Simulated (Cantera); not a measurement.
Charge: 1 mol C₆H₆, 0.35 mol H₂O, a varied amount of N₂, held at 1252 °C and 0.0840 bar.

Equilibrium computed with Cantera from the NASA thermochemical tables; the gas is ideal and each condensed phase is pure. Candidate condensed phases: C, C₆H₆, C₇H₈, C₈H₁₈, H₂O; 136 gas species. Rates play no part.

**Question.** At 5.6 mol N₂, list the 4 most abundant gas species with their mole fractions, and the condensed phases.

**Answer.** N₂ 0.602, H₂ 0.360, CO 0.0376, HCN 0.000585. Condensed: C(graphite).
